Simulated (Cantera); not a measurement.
## Abatement and gas-phase synthesis: HCl + O2 + H2

Input: 1 mol HCl, a varied amount of O2, 5.8 mol H2, equilibrated at 2825 K and 13.0 mbar.

Method: chemical equilibrium by Gibbs-energy minimisation in Cantera with the NASA 1993 tables (ideal gas, pure condensed phases). Candidate condensed phases: H2O; 14 gas species. Equilibrium is a limit: real reactors are often held back by kinetics, nucleation or transport.

```json
[
 {"n(O2) (mol)": "0.082", "x H": "0.488", "x H2": "0.388", "x H2O": "0.0106", "x HCl": "0.0572", "x Cl": "0.0496", "x OH": "0.00383", "x O": "0.00302"},
 {"n(O2) (mol)": "0.11", "x H": "0.485", "x H2": "0.384", "x H2O": "0.0142", "x HCl": "0.0571", "x Cl": "0.0497", "x OH": "0.00514", "x O": "0.00407"},
 {"n(O2) (mol)": "0.16", "x H": "0.481", "x H2": "0.378", "x H2O": "0.0204", "x HCl": "0.0568", "x Cl": "0.0498", "x OH": "0.00747", "x O": "0.00596"},
 {"n(O2) (mol)": "0.22", "x H": "0.477", "x H2": "0.371", "x H2O": "0.0278", "x HCl": "0.0564", "x Cl": "0.0500", "x OH": "0.0103", "x O": "0.00827"},
 {"n(O2) (mol)": "0.31", "x H": "0.469", "x H2": "0.359", "x H2O": "0.0384", "x HCl": "0.0558", "x Cl": "0.0502", "x OH": "0.0144", "x O": "0.0118"},
 {"n(O2) (mol)": "0.42", "x H": "0.461", "x H2": "0.346", "x H2O": "0.0510", "x HCl": "0.0550", "x Cl": "0.0505", "x OH": "0.0195", "x O": "0.0163"},
 {"n(O2) (mol)": "0.59", "x H": "0.447", "x H2": "0.326", "x H2O": "0.0690", "x HCl": "0.0538", "x Cl": "0.0508", "x OH": "0.0272", "x O": "0.0234"},
 {"n(O2) (mol)": "0.82", "x H": "0.430", "x H2": "0.301", "x H2O": "0.0910", "x HCl": "0.0522", "x Cl": "0.0513", "x OH": "0.0373", "x O": "0.0333"},
 {"n(O2) (mol)": "1.1", "x H": "0.409", "x H2": "0.273", "x H2O": "0.114", "x HCl": "0.0500", "x Cl": "0.0517", "x OH": "0.0489", "x O": "0.0459"}
]
```
x: gas mole fraction; nothing condenses.

From 0.082 mol O2 to 1.1 mol O2 nothing is condensed.
